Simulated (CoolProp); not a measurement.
Vapour-liquid equilibrium of propylene (1) + cyclohexane (2) at 298.9 K; x and y are mole fractions of (1).

The numbers come from the multi-fluid Helmholtz-energy mixture model, Lemmon 2013 and Zhou 2014; pair parameters Bell 2016 in CoolProp.

| x | bubble pressure (MPa) | y at the bubble point | dew pressure at overall composition x (MPa) | liquid density (mol/L) |
|---|---|---|---|---|
| 0.05 | 0.08315 | 0.841 | 0.01417 | 9.335 |
| 0.125 | 0.1822 | 0.930 | 0.01539 | 9.562 |
| 0.2 | 0.2756 | 0.955 | 0.01683 | 9.794 |
| 0.275 | 0.3642 | 0.968 | 0.01856 | 10.03 |
| 0.35 | 0.4489 | 0.975 | 0.02070 | 10.27 |
| 0.425 | 0.5305 | 0.980 | 0.02338 | 10.52 |
| 0.5 | 0.6100 | 0.984 | 0.02687 | 10.76 |
| 0.575 | 0.6880 | 0.987 | 0.03157 | 11.01 |
| 0.65 | 0.7658 | 0.989 | 0.03827 | 11.24 |
| 0.725 | 0.8445 | 0.992 | 0.04858 | 11.47 |
| 0.8 | 0.9256 | 0.994 | 0.06646 | 11.68 |
| 0.875 | 1.012 | 0.996 | 0.1051 | 11.85 |
| 0.95 | 1.106 | 0.998 | 0.2494 | 11.97 |

No azeotrope shows between x = 0.05 and 0.95.

Pair parameters are fitted to limited data, so mixtures are less certain than the pure fluids. The gap from Raoult's law changes sign with composition, which may be real or a fault of the pair parameters; it wasn't checked against measurements.
